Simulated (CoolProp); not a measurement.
The fluid at 403.96 K and 0.0046 MPa expands adiabatically to 0.00242 MPa with isentropic efficiency 0.8. The same conditions are run with several fluids, on thermodynamics alone (safety and materials aside).

Computed with CoolProp (reference Helmholtz-energy equation of state of each fluid (decamethylcyclopentasiloxane (D5): Thol 2019; normal hydrogen: Leachman 2009; hydrogen sulfide: Lemmon 2006; n-nonane: Lemmon 2006; R13: Platzer 1990)). The equations of Platzer and Polt are older, rougher fits.

| fluid | work (kJ/kg) | final temperature (K) | final density (kg/m³) |
|---|---|---|---|
| decamethylcyclopentasiloxane (D5) | [?] | 400.9 | 0.270 |
| normal hydrogen | [?] | 349.9 | 0.00168 |
| hydrogen sulfide | 47.0 | [?] | 0.0277 |
| n-nonane | 13.3 | 397.6 | 0.0941 |
| R13 | 16.0 | 382.3 | [?] |

Q: Some entries are withheld; supply them.

A: 
- decamethylcyclopentasiloxane (D5), work (kJ/kg): 4.61
- normal hydrogen, work (kJ/kg): 782
- hydrogen sulfide, final temperature (K): 358.5
- R13, final density (kg/m³): 0.0795
